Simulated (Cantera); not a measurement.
A freely propagating, adiabatic, planar premixed flame of CH4 : C2H6 : C3H8 : O2 : N2 = 1 : 0.049 : 0.46 : 4.56 : 12.3 (molar parts), equivalence ratio 0.98, unburnt at 600 K and 0.740 bar; mixture-averaged transport, grid criteria slope 0.08 and curve 0.16, no radiation.

Detailed kinetics in Cantera: GRI-Mech 3.0 (53 species, 325 reactions). GRI-Mech 3.0 was tuned for natural gas; its chemistry of propane as a main component is partial and can be far from experiment. Burning velocities carry a grid error of a few per cent, more on coarse grids.

Q: Predict: laminar burning velocity; thermal thickness; peak x(C2H2); peak x(CH3).

A: 
```
Property                     Value
------------------------  --------
laminar burning velocity  224 cm/s
thermal thickness         0.285 mm
peak x(C2H2)               0.00136
peak x(CH3)                0.00496
```
